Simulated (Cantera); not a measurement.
Cantera run:

```python
import numpy as np
import cantera as ct

gas_names = """
    CL CLO CL2 H HCL HOCL HO2 H2 H2O H2O2 O OH O2 O3 Ti TiCL TiCL2 TiCL3 TiCL4 TiO TiOCL TiOCL2 TiO2
""".split()
cond_names = """
    H2O(s) H2O(L) Ti(a) Ti(b) Ti(L) TiCL2(s) TiCL3(s) TiCL4(L) TiO(a) TiO(b) TiO(L) TiO2(ru) TiO2(L)
    Ti2O3(a) Ti2O3(b) Ti2O3(L) Ti3O5(a) Ti3O5(b) Ti3O5(L) Ti4O7(s) Ti4O7(L)
""".split()


def load(file, names, dense=False):
    # The tables refer to 1 bar. Condensed volumes are neglected.
    table = {s.name: s for s in ct.Species.list_from_file(file)}
    out = []
    for n in names:
        d = dict(table[n].input_data)
        d["thermo"] = dict(d["thermo"], **{"reference-pressure": 1e5})
        if dense:
            d["equation-of-state"] = {"model": "constant-volume", "density": "1e6 g/cm^3"}
        out.append(ct.Species.from_dict(d))
    return out


gas = ct.Solution(thermo="ideal-gas", species=load("nasa_gas.yaml", gas_names))
cond = {s.name: ct.Solution(thermo="fixed-stoichiometry", species=[s], name=s.name)
        for s in load("nasa_condensed.yaml", cond_names, dense=True)}
atoms = {
    'TiCl4': {'Ti': 1, 'CL': 4},
    'H2O': {'H': 2, 'O': 1},
    'H2': {'H': 2},
}
top_T = {'TiCL2(s)': 1300, 'TiCL3(s)': 1000}  # K; cautious upper limits of use, not melting points


def equilibrate(T, P, feed):
    n = {}
    for name, mol in feed.items():
        for a, k in atoms[name].items():
            n[a] = n.get(a, 0.0) + k * mol
    gas.TPX = T, P, n
    mass = sum(n.values()) * gas.mean_molecular_weight
    gas.equilibrate("TP")
    valid = [c for c in cond.values() if c.min_temp <= T <= top_T.get(c.name, c.max_temp)]
    mix = ct.Mixture([(gas, mass / gas.mean_molecular_weight)] + [(c, 0.0) for c in valid])
    mix.T, mix.P = T, P
    mix.equilibrate("TP", solver="vcs", rtol=1e-11, max_steps=5000)
    return mix


results = []
feed = {'TiCl4': 1, 'H2O': 8.1, 'H2': 1.2}  # mol
T = 1323  # K
P = 1700  # Pa
mix = equilibrate(T, P, feed)
results.append((T, P, feed, dict(zip(mix.species_names, mix.species_moles))))
print(gas.report(threshold=0.0001))
for i in range(1, mix.n_phases):
    print(f"{mix.phase(i).name:16s} {mix.phase_moles(i):12.5e} mol")
```

Output:

```
       temperature   1323 K
          pressure   1700 Pa
           density   0.0035305 kg/m^3
  mean mol. weight   22.844 kg/kmol
   phase of matter   gas

                          1 kg             1 kmol
                     ---------------   ---------------
          enthalpy       -5.5674e+06       -1.2718e+08  J
   internal energy       -6.0489e+06       -1.3818e+08  J
           entropy             12019        2.7455e+05  J/K
    Gibbs function       -2.1468e+07       -4.9042e+08  J
 heat capacity c_p            1735.9             39656  J/K
 heat capacity c_v              1372             31342  J/K

                      mass frac. Y      mole frac. X     chem. pot. / RT
                     ---------------   ---------------   ---------------
               HCL           0.56491           0.35397           -38.539
                H2         0.0093719            0.1062           -24.562
               H2O            0.4257           0.53982           -52.486
     [  +20 minor]        1.7617e-05        1.5344e-05

Ti(b)             0.00000e+00 mol
TiCL4(L)          0.00000e+00 mol
TiO(b)            0.00000e+00 mol
TiO2(ru)          1.00000e+00 mol
Ti2O3(b)          0.00000e+00 mol
Ti3O5(b)          0.00000e+00 mol
Ti4O7(s)          0.00000e+00 mol
```

Method: chemical equilibrium by Gibbs-energy minimisation in Cantera with the NASA 1993 tables (ideal gas, pure condensed phases).
